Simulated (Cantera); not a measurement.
Input: 1 mol Fe2O3, 0.66 mol CH4, 0.23 mol N2, at 1950 °C and 0.0133 bar.

Cantera equilibrium calculation (NASA polynomials, part measured and part estimated; ideal gas, pure solids and liquids). Candidate condensed phases: C, C6H6, C7H8, C8H18, Fe, Fe(CO)5, FeO, Fe(OH)2, Fe(OH)3, Fe2O3, Fe3O4, H2O; 140 gas species. The tables' stoichiometric FeO is somewhat more stable than real wüstite, so its field is too wide. FeO: taken at fixed stoichiometry. Kinetics and transport are ignored.

Base state: H2 0.257, H2O 0.228, CO 0.215, Fe 0.139, N2 0.0874, CO2 0.0357, H 0.0282, FeO 0.00398 (mole fractions); condensed: FeO(l).

Problem. What changes in the equilibrium state with this change: CH4 from 0.66 to 2.7 mol?

Solution. 
| species | before | after |
|---|---|---|
| H2 | 0.257 | 0.468 |
| CO | 0.215 | 0.254 |
| Fe | 0.139 | 0.190 |
| H2O | 0.228 | 0.0253 |
| N2 | 0.0874 | 0.0218 |
| CO2 | 0.0357 | 0.00256 |
| H | 0.0282 | 0.0380 |
| O2 | 0.000102 | 3.78e-7 |
| Fe(OH)2 | 0.000220 | 2.02e-6 |
| NO | 9.77e-5 | 2.97e-6 |
| O | 0.000274 | 1.66e-5 |
| FeO(l), mol | 1.62 | 0 |
